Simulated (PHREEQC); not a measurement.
## Alkaline etch or developer

Consider water at 20 °C with 5.9 mmol/kgw TMAH, 0.00053 mmol/kgw H4SiO4 and 0.094 mmol/kgw Na2CO3. Closed to the air; pH follows from the charge balance.

Equilibrium calculation in PHREEQC: ion-association model, phreeqc.dat.

Precipitation was switched off in this run.

Question: Estimate the pH.

Answer: pH 11.90.

Question: In which forms is Si present?

Answer: H3SiO4- 94 %, H2SiO4-2 4.6 %, H4SiO4 0.9 % of the Si.

(CH3)4N+ isn't in the database: it is added as a free cation with an ion size of 4 Å.
